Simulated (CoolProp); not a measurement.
Vapour-liquid equilibrium of n-hexane (1) + cyclohexane (2) at 448.7 K; x and y are mole fractions of (1).

Computed with CoolProp (multi-fluid Helmholtz-energy mixture model, Thol 2019 and Zhou 2014; pair parameters Bell 2016).

Problem. Give the bubble pressure and the first vapour's composition at x = 0.05, 0.2, 0.65. Is there an azeotrope?

Solution. x = 0.05: 9.128 bar, y = 0.065; x = 0.2: 9.657 bar, y = 0.244; x = 0.65: 11.06 bar, y = 0.694. No azeotrope shows between x = 0.05 and 0.95.

Pair parameters are fitted to limited data, so mixtures are less certain than the pure fluids.
